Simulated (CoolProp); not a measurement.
Vapour-liquid equilibrium of n-hexane (1) + benzene (2) at 0.176 MPa; x and y are mole fractions of (1).

The numbers come from the multi-fluid Helmholtz-energy mixture model, Thol 2019 and Thol 2012; pair parameters Bell 2016 in CoolProp.

```json
[
 {"x": "0.05", "bubble temperature, mixture model (K)": "370.3", "bubble temperature, Raoult's law (K)": "371.6", "y, mixture model": "0.095", "y, Raoult's law": "0.067"},
 {"x": "0.15", "bubble temperature, mixture model (K)": "367.4", "bubble temperature, Raoult's law (K)": "370.3", "y, mixture model": "0.243", "y, Raoult's law": "0.195"},
 {"x": "0.25", "bubble temperature, mixture model (K)": "365.3", "bubble temperature, Raoult's law (K)": "369.0", "y, mixture model": "0.355", "y, Raoult's law": "0.314"},
 {"x": "0.35", "bubble temperature, mixture model (K)": "363.8", "bubble temperature, Raoult's law (K)": "367.8", "y, mixture model": "0.447", "y, Raoult's law": "0.426"},
 {"x": "0.45", "bubble temperature, mixture model (K)": "362.7", "bubble temperature, Raoult's law (K)": "366.6", "y, mixture model": "0.530", "y, Raoult's law": "0.530"},
 {"x": "0.55", "bubble temperature, mixture model (K)": "361.8", "bubble temperature, Raoult's law (K)": "365.4", "y, mixture model": "0.608", "y, Raoult's law": "0.628"},
 {"x": "0.65", "bubble temperature, mixture model (K)": "361.2", "bubble temperature, Raoult's law (K)": "364.3", "y, mixture model": "0.686", "y, Raoult's law": "0.720"},
 {"x": "0.75", "bubble temperature, mixture model (K)": "360.8", "bubble temperature, Raoult's law (K)": "363.2", "y, mixture model": "0.768", "y, Raoult's law": "0.806"},
 {"x": "0.85", "bubble temperature, mixture model (K)": "360.5", "bubble temperature, Raoult's law (K)": "362.1", "y, mixture model": "0.855", "y, Raoult's law": "0.887"},
 {"x": "0.95", "bubble temperature, mixture model (K)": "360.5", "bubble temperature, Raoult's law (K)": "361.1", "y, mixture model": "0.949", "y, Raoult's law": "0.964"}
]
```

The largest gap from Raoult's law is -4.0 K in bubble temperature, at x = 0.35. y crosses x between x = 0.85 and 0.95: the model has an azeotrope there.

Pair parameters are fitted to limited data, so mixtures are less certain than the pure fluids.
